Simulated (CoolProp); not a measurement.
Properties of CHF3 (R23) at several states.

Values from CoolProp's reference Helmholtz-energy equation of state, Penoncello 2003.

| T (°C) | p (MPa) | phase | cp (kJ/(kg K)) | isothermal compressibility (1/MPa) | viscosity (µPa s) | fugacity coefficient |
|---|---|---|---|---|---|---|
| -116.55 | 1.67 | liquid | 1.198 | 0.001015 | 605 | 0.005119 |
| 33.05 | 0.599 | gas | 0.7846 | ___ | ___ | ___ |
| -27.85 | 0.0233 | gas | 0.6566 | 43.07 | 12.3 | 0.9965 |
| 25.95 | 4.12 | gas | 2.231 | 0.5717 | 18.2 | 0.7014 |

**Question.** What belongs in the gaps?

**Answer.** 
- 33.05, isothermal compressibility (1/MPa): 1.746
- 33.05, viscosity (µPa s): 15.3
- 33.05, fugacity coefficient: 0.9589

Viscosity comes from a separate model (Shan 2000).
